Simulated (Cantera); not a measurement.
## Equilibrium for silicon epitaxy and polysilicon growth: Si2Cl6 + H2

A closed system holds: 1 mol Si2Cl6, a varied amount of H2, at 950 K and 0.150 bar.

Cantera equilibrium calculation (NASA polynomials, part measured and part estimated; ideal gas, pure solids and liquids). Candidate condensed phases: Si; 19 gas species. The feed counts by its element totals alone. The tables' values for SiCl3 are old estimates; treat these amounts as uncertain. The numbers say what is thermodynamically allowed, not how fast it happens.

From 9.8 mol H2 to 410 mol H2 the condensed part is Si(s). The main Si-bearing gas is SiCl4 at 9.8 mol H2 and SiHCl3 at 410 mol H2.

| n(H2) (mol) | x H2 | x SiCl4 | x SiHCl3 | x HCl | n Si(s) |
|---|---|---|---|---|---|
| 9.8 | 0.848 | 0.103 | 0.0348 | 0.0115 | 0.424 |
| 14 | 0.887 | 0.0728 | 0.0274 | 0.0108 | 0.424 |
| 21 | 0.920 | 0.0481 | 0.0204 | 0.00993 | 0.426 |
| 30 | 0.941 | 0.0330 | 0.0156 | 0.00914 | 0.432 |
| 43 | 0.957 | 0.0223 | 0.0117 | 0.00836 | 0.443 |
| 63 | 0.969 | 0.0145 | 0.00854 | 0.00755 | 0.461 |
| 92 | 0.977 | 0.00936 | 0.00617 | 0.00680 | 0.488 |
| 130 | 0.983 | 0.00619 | 0.00454 | 0.00615 | 0.523 |
| 190 | 0.987 | 0.00386 | 0.00319 | 0.00547 | 0.575 |
| 280 | 0.990 | 0.00232 | 0.00218 | 0.00483 | 0.647 |
| 410 | 0.993 | 0.00136 | 0.00147 | 0.00423 | 0.741 |
x: gas mole fraction; n: condensed amount in mol.
